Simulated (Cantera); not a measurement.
Input: 1 mol AlN, 910 mol H₂, at 1150 °C and 0.0278 Torr.

Method: chemical equilibrium by Gibbs-energy minimisation in Cantera with the NASA 1993 tables (ideal gas, pure condensed phases). Candidate condensed phases: Al, AlN; 13 gas species. The numbers say what is thermodynamically allowed, not how fast it happens.

Base state: H₂ 0.998, H 0.00109, Al 0.000840, N₂ 0.000424 (mole fractions); condensed: AlN(s).

Problem. What changes in the equilibrium state with this change: AlN replaced by Si₃N₄?

Solution. 
```json
[
 {"species": "H₂", "before": "0.998", "after": "0.997"},
 {"species": "N₂", "before": "0.000424", "after": "0.00219"},
 {"species": "H", "before": "0.00109", "after": "0.00109"},
 {"species": "Al", "before": "0.000840", "after": "0"},
 {"species": "Si", "before": "0", "after": "4.13e-5"},
 {"species": "AlN(s), mol", "before": "0.227", "after": "0"},
 {"species": "Si(s), mol", "before": "0", "after": "2.96"}
]
```
Further candidate phases: Si, Si₃N₄.

Problem. What changes in the equilibrium state with this change: temperature from 1150 °C to 1052 °C?

Solution. 
| species | before | after |
|---|---|---|
| H₂ | 0.998 | 1.000 |
| H | 0.00109 | 0.000269 |
| Al | 0.000840 | 5.85e-5 |
| N₂ | 0.000424 | 2.97e-5 |
| AlN(s), mol | 0.227 | 0.946 |
